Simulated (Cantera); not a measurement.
What does this Cantera script print?

```python
import numpy as np
import cantera as ct

gas_names = """
    H H2 N NH NH2 NH3 N2 N2H2 N2H4 Zr ZrN
""".split()
cond_names = """
    Zr(a) Zr(b) Zr(L) ZrN(s) ZrN(L)
""".split()


# ... load() reads the species with a 1 bar reference pressure and builds the phases ...
atoms = {
    'ZrN': {'Zr': 1, 'N': 1},
    'H2': {'H': 2},
}
top_T = {}  # K; cautious upper limits of use, not melting points


# ... equilibrate(T, P, feed) seeds the gas with the atoms and calls Mixture.equilibrate('TP', solver="vcs", rtol=1e-11, max_steps=5000) ...
results = []
feed = {'ZrN': 1, 'H2': 2.1}  # mol
T = 2748.15  # K
P = 2000  # Pa
mix = equilibrate(T, P, feed)
results.append((T, P, feed, dict(zip(mix.species_names, mix.species_moles))))
print(gas.report(threshold=0.0001))
for i in range(1, mix.n_phases):
    print(f"{mix.phase(i).name:16s} {mix.phase_moles(i):12.5e} mol")
```

Output:

```
       temperature   2748.2 K
          pressure   2000 Pa
           density   0.0001632 kg/m^3
  mean mol. weight   1.8646 kg/kmol
   phase of matter   gas

                          1 kg             1 kmol
                     ---------------   ---------------
          enthalpy        8.1526e+07        1.5201e+08  J
   internal energy        6.9272e+07        1.2916e+08  J
           entropy        1.1991e+05        2.2359e+05  J/K
    Gibbs function       -2.4802e+08       -4.6244e+08  J
 heat capacity c_p             16360             30505  J/K
 heat capacity c_v             11901             22191  J/K

                      mass frac. Y      mole frac. X     chem. pot. / RT
                     ---------------   ---------------   ---------------
                 H           0.20414           0.37761           -12.467
                H2           0.66785           0.61768           -24.933
                N2           0.04534         0.0030177           -37.773
                Zr          0.082665         0.0016896           -9.7368
     [   +7 minor]         7.694e-06        1.0145e-06

Zr(L)             1.13187e-02 mol
ZrN(s)            9.84282e-01 mol
```

These are equilibrium values from Cantera (NASA tables, ideal gas, pure condensed phases), not measurements of a reactor. Mutual solubility and eutectic melting of coexisting phases are not modelled. ZrN: taken at fixed stoichiometry. Condensed phases not in the tables: N, O or C dissolved in the metal.
